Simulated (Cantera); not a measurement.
An isothermal, constant-pressure homogeneous reactor starts with H₂ : O₂ : N₂ : H₂O = 0.055 : 1 : 2.6 : 0.25 (molar parts), equivalence ratio 0.028, at 1425 K and 0.00868 atm.

Model: the H2/O2 subset of GRI-Mech 3.0, which has no nitrogen chemistry, integrated in Cantera. Radical loss at walls, strong at low pressure, is not modelled.

### Question
Predict: x(H₂) at 10.0 s; x(O₂) at 10.0 s; x(OH) at 10.0 s; x(HO₂) at 10.0 s; x(H) at 10.0 s; x(H₂O) at 10.0 s; x(H₂O₂) at 10.0 s.

### Answer
```
Property                                               Value
-----------------  -----------------------------------------
x(H₂) at 10.0 s      5.15e-6 (gas-phase equilibrium 1.11e-6)
x(O₂) at 10.0 s          0.251 (gas-phase equilibrium 0.251)
x(OH) at 10.0 s    0.000257 (gas-phase equilibrium 0.000119)
x(HO₂) at 10.0 s     2.81e-8 (gas-phase equilibrium 3.43e-8)
x(H) at 10.0 s       7.70e-7 (gas-phase equilibrium 7.71e-8)
x(H₂O) at 10.0 s       0.0785 (gas-phase equilibrium 0.0786)
x(H₂O₂) at 10.0 s   1.26e-9 (gas-phase equilibrium 4.86e-10)
```
